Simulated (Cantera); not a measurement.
Input (Python, Cantera) and output of one run.

```python
import numpy as np
import cantera as ct

gas_names = """
    BF3 N2 F2 NF3
""".split()
cond_names = """
    BN(s)
""".split()


def load(file, names, dense=False):
    # The tables refer to 1 bar. Condensed volumes are neglected.
    table = {s.name: s for s in ct.Species.list_from_file(file)}
    out = []
    for n in names:
        d = dict(table[n].input_data)
        d["thermo"] = dict(d["thermo"], **{"reference-pressure": 1e5})
        if dense:
            d["equation-of-state"] = {"model": "constant-volume", "density": "1e6 g/cm^3"}
        out.append(ct.Species.from_dict(d))
    return out


species = {s.name: s for s in load("nasa_gas.yaml", gas_names) + load("nasa_condensed.yaml", cond_names)}
# Each term lists the table entries of one substance; the one whose range holds T is used.
reactions = {
    '2 BF3(g) + N2(g) = 3 F2(g) + 2 BN':
        [(-2, ['BF3']), (-1, ['N2']), (3, ['F2']), (2, ['BN(s)'])],
    'NF3(g) + BF3(g) = BN + 3 F2(g)':
        [(-1, ['NF3']), (-1, ['BF3']), (1, ['BN(s)']), (3, ['F2'])],
}


def pick(names, T):
    return next(species[n] for n in names if species[n].thermo.min_temp <= T <= species[n].thermo.max_temp)


results = []
for label, terms in reactions.items():
    print(label)
    print("     T/K   dH/kJ  dS/(J/K)   dG/kJ   log10 K")
    for T in [525, 625, 725, 825, 925, 1025, 1125, 1225, 1325, 1425]:
        used = [(nu, pick(names, T)) for nu, names in terms]
        dH = sum(nu * s.thermo.h(T) for nu, s in used) / 1e6
        dS = sum(nu * s.thermo.s(T) for nu, s in used) / 1e3
        dG = dH - T * dS / 1e3
        logK = -dG * 1e6 / (ct.gas_constant * T * np.log(10))
        results.append((label, T, dH, dS, dG, logK, [s.name for _, s in used]))
        print(f"{T:8g} {dH:8.1f} {dS:8.1f} {dG:8.1f} {logK:8.2f}")
```

Output:

```
2 BF3(g) + N2(g) = 3 F2(g) + 2 BN
     T/K   dH/kJ  dS/(J/K)   dG/kJ   log10 K
     525   1771.1    -58.6   1801.8  -179.27
     625   1772.2    -56.6   1807.6  -151.06
     725   1773.5    -54.7   1813.1  -130.63
     825   1774.8    -52.9   1818.5  -115.14
     925   1776.2    -51.4   1823.7  -102.98
    1025   1777.7    -49.8   1828.8   -93.19
    1125   1779.4    -48.3   1833.7   -85.14
    1225   1781.1    -46.8   1838.4   -78.39
    1325   1782.8    -45.4   1843.0   -72.66
    1425   1784.6    -44.1   1847.5   -67.72
NF3(g) + BF3(g) = BN + 3 F2(g)
     T/K   dH/kJ  dS/(J/K)   dG/kJ   log10 K
     525   1017.6    111.2    959.3   -95.44
     625   1017.8    111.5    948.1   -79.24
     725   1017.9    111.6    937.0   -67.51
     825   1017.9    111.6    925.8   -58.62
     925   1017.8    111.5    914.7   -51.65
    1025   1017.7    111.4    903.5   -46.04
    1125   1017.7    111.4    892.4   -41.43
    1225   1017.7    111.4    881.2   -37.58
    1325   1017.7    111.4    870.1   -34.30
    1425   1017.7    111.4    859.0   -31.49
```

Cantera with NASA thermochemical tables; ideal gases at 1 bar, condensed phases pure. Condensed species are held in their standard states even where they would react or evaporate.
